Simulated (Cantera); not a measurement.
Input: 1 mol CO2, 2.9 mol H2O, 3.4 mol O2, at 1923.15 K and 3.80 mbar.

Cantera equilibrium calculation (NASA polynomials, part measured and part estimated; ideal gas, pure solids and liquids). Candidate condensed phases: C, C6H6, C7H8, C8H18, H2O; 110 gas species. Equilibrium is a limit: real reactors are often held back by kinetics, nucleation or transport.

Question: What is the equilibrium state?

Answer: 
```json
{
  "x(O2)": "0.459",
  "x(H2O)": "0.386",
  "x(CO2)": "0.134",
  "x(OH)": "0.0133",
  "x(O)": "0.00398",
  "x(CO)": "0.00217",
  "x(H2)": "0.00146",
  "x(H)": "0.000584",
  "x(HO2)": "1.81e-6",
  "gas_amount": "7.356 mol",
  "log10 activity of C(graphite) (absent)": "-11.30"
}
```
